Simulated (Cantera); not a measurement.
Input (Python, Cantera) and output of one run.

```python
import numpy as np
import cantera as ct

gas_names = """
    CL CL2 H HCL H2 Si SiCL SiCL2 SiCL3 SiCL4 SiH SiHCL3 SiH2 SiH2CL2 SiH3 SiH3CL SiH4 Si2 Si3
""".split()
cond_names = """
    Si(cr) Si(L)
""".split()


# ... load() reads the species with a 1 bar reference pressure and builds the phases ...
atoms = {
    'Si2Cl6': {'Si': 2, 'CL': 6},
    'Cl2': {'CL': 2},
    'H2': {'H': 2},
}
top_T = {}  # K; cautious upper limits of use, not melting points


# ... equilibrate(T, P, feed) seeds the gas with the atoms and calls Mixture.equilibrate('TP', solver="vcs", rtol=1e-11, max_steps=5000) ...
results = []
feed = {'Si2Cl6': 1, 'Cl2': 0.11, 'H2': 42}  # mol
T = 998.15  # K
P = 100000  # Pa
mix = equilibrate(T, P, feed)
results.append((T, P, feed, dict(zip(mix.species_names, mix.species_moles))))
x = sorted(zip(gas.X, gas.species_names), reverse=True)
print(f"T = {T:g} K  P = {P:g} Pa  gas = {mix.phase_moles(0):.4g} mol")
print("   x: " + "  ".join(f"{s} {v:.3e}" for v, s in x if v > 0.0001))
print("   condensed (mol): " + ("  ".join(f"{mix.phase(i).name} {mix.phase_moles(i):.4g}"
      for i in range(1, mix.n_phases) if mix.phase_moles(i) > 1e-12) or "none"))
```

Result:

```
T = 998.15 K  P = 100000 Pa  gas = 43.42 mol
   x: H2 9.532e-01  SiCL4 2.002e-02  SiHCL3 1.703e-02  HCL 7.777e-03  SiH2CL2 1.560e-03  SiCL3 2.964e-04  SiCL2 1.075e-04
   condensed (mol): Si(cr) 0.3039
```

Method: chemical equilibrium by Gibbs-energy minimisation in Cantera with the NASA 1993 tables (ideal gas, pure condensed phases). The feed counts by its element totals alone. The tables' values for SiCl3 are old estimates; treat these amounts as uncertain.
